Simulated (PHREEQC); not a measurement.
# Metal-bearing waste water (model solution)

Consider water at 30 °C with 0.26 mol ZnSO4, 5e-05 mol NaF and 8.3e-05 mol Na2SO4 per kg of water. Closed to the air; pH follows from the charge balance.

Equilibrium calculation in PHREEQC: ion-association model, wateq4f.dat.

```json
{
  "pH": "5.38",
  "ionic_strength": "0.470 mol/kgw",
  "activity_of_water": "0.994"
}
```

```tsv
species	molality	activity	log γ
Zn+2	0.117	0.0296	-0.599
ZnSO4	0.0974	0.108	0.047
SO4-2	0.0725	0.0151	-0.682
Zn(SO4)2-2	0.0451	0.0128	-0.547
Na+	0.000200	0.000142	-0.150
F-	3.60e-5	2.28e-5	-0.197
NaSO4-	1.59e-5	1.10e-5	-0.159
ZnOH+	1.56e-5	1.14e-5	-0.137
```

Precipitation was switched off in this run. Complexes and solids missing from the database can't appear.
